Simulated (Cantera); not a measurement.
A Cantera script and its output.

```python
import numpy as np
import cantera as ct

gas = ct.Solution("gri30.yaml")
gas.TPX = 650, 500000, {'CH4': 1, 'O2': 1.25, 'N2': 4.7}
inlet = ct.Reservoir(gas, clone=True)
gas.equilibrate("HP")  # start burning
reactor = ct.IdealGasConstPressureReactor(gas, energy="on", clone=False)
exhaust = ct.Reservoir(gas, clone=True)
tau = [0.43, 0.16, 0.059, 0.022, 0.0081, 0.003, 0.0011, 0.00042, 0.00016, 5.8e-05][0]
for a, b in ((inlet, reactor), (reactor, exhaust)):
    ct.MassFlowController(a, b, mdot=lambda t: reactor.mass / tau)
net = ct.ReactorNet([reactor])
show = ['CH4', 'O2', 'HCO', 'C2H4', 'CO', 'NO']

rows = []
print(f"{'tau/s':>10s}{'T/K':>9s}" + "".join(f"{s:>11s}" for s in show))
for tau in [0.43, 0.16, 0.059, 0.022, 0.0081, 0.003, 0.0011, 0.00042, 0.00016, 5.8e-05]:
    net.initial_time = 0.0
    net.advance(30 * tau)
    before = gas.X
    net.advance(40 * tau)
    drift = np.max(np.abs(gas.X - before) / (gas.X + 1e-9))
    rows.append([gas.T, *gas[show].X, drift])
    print(f"{tau:10.3e}{gas.T:9.1f}" + "".join(f"{x:11.3e}" for x in gas[show].X))
```

Output:

```
     tau/s      T/K        CH4         O2        HCO       C2H4         CO         NO
 4.300e-01   2087.4  1.660e-04  1.108e-05  6.382e-08  5.650e-08  9.675e-02  2.972e-05
 1.600e-01   2088.4  3.977e-04  2.875e-05  6.924e-08  3.308e-07  9.639e-02  4.202e-05
 5.900e-02   2090.6  8.778e-04  7.478e-05  8.103e-08  1.660e-06  9.547e-02  5.322e-05
 2.200e-02   2094.1  1.684e-03  1.885e-04  1.065e-07  6.465e-06  9.351e-02  5.647e-05
 8.100e-03   2098.0  2.837e-03  4.674e-04  1.633e-07  2.039e-05  9.021e-02  4.971e-05
 3.000e-03   2099.1  4.274e-03  1.121e-03  2.911e-07  5.457e-05  8.606e-02  3.810e-05
 1.100e-03   2090.8  6.087e-03  2.658e-03  5.911e-07  1.362e-04  8.198e-02  2.576e-05
 4.200e-04   2061.3  8.684e-03  6.225e-03  1.261e-06  3.311e-04  7.893e-02  1.398e-05
 1.600e-04   1920.0  1.795e-02  2.207e-02  2.906e-06  1.332e-03  7.516e-02  1.713e-06
 5.800e-05    650.0  1.439e-01  1.799e-01  4.273e-31  1.404e-18  3.582e-17  4.863e-22
```

Model: GRI-Mech 3.0 (53 species, 325 reactions), integrated in Cantera.
